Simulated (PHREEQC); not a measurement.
**Sulfide liquor**

Consider water at 90 °C with 0.0014 mol/kgw H2S, 0.013 mol/kgw HCl and 0.002 mol/kgw ZnCl2. Closed to the air; pH follows from the charge balance.

Equilibrium calculation in PHREEQC: ion-association model, wateq4f.dat.

```yaml
pH: 1.92
ionic_strength: 0.0180 mol/kgw
total_alkalinity: -13.0 meq/kg
```

| species | molality | activity | log γ |
|---|---|---|---|
| Cl- | 0.0166 | 0.0142 | -0.067 |
| H+ | 0.0136 | 0.0119 | -0.056 |
| Zn+2 | 0.00135 | 0.000764 | -0.246 |
| H2S | 0.000827 | 0.000830 | 0.002 |
| ZnCl+ | 0.000359 | 0.000308 | -0.066 |
| Zn(HS)2 | 0.000287 | 0.000288 | 0.002 |
| ZnCl2 | 5.67e-6 | 5.70e-6 | 0.002 |
| ZnCl3- | 1.46e-7 | 1.25e-7 | -0.066 |
| HS- | 2.43e-8 | 2.08e-8 | -0.068 |
| ZnOH+ | 4.68e-9 | 4.02e-9 | -0.066 |
| ZnCl4-2 | 2.46e-9 | 1.36e-9 | -0.256 |

This is a speciation only: nothing precipitates in the calculation. Saturation is exceeded, for instance for Sphalerite (slow to form); the values hold only as long as no solid forms. Constants without temperature data keep their 25 °C values here. The polysulfide entries of wateq4f.dat were taken out for this run.
